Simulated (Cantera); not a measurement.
Feed: 1 mol BN, 21 mol H2, held at 1750 K and 7.00 mbar.

Cantera equilibrium calculation (NASA polynomials, part measured and part estimated; ideal gas, pure solids and liquids). Candidate condensed phases: B, BN; 15 gas species. Mutual solubility and eutectic melting of coexisting phases are not modelled. The tables' values for BH2 are old estimates; treat these amounts as uncertain. Kinetics and transport are ignored.

Problem. What is the equilibrium state?

Solution. 
```
Property          Value
----------  -----------
x(H2)             0.997
x(H)            0.00278
x(N2)          0.000235
x(BH2)          8.99e-5
x(BH3)          1.41e-6
n(B(s))     0.00796 mol
n(BN(s))      0.990 mol
gas amount    21.03 mol
```
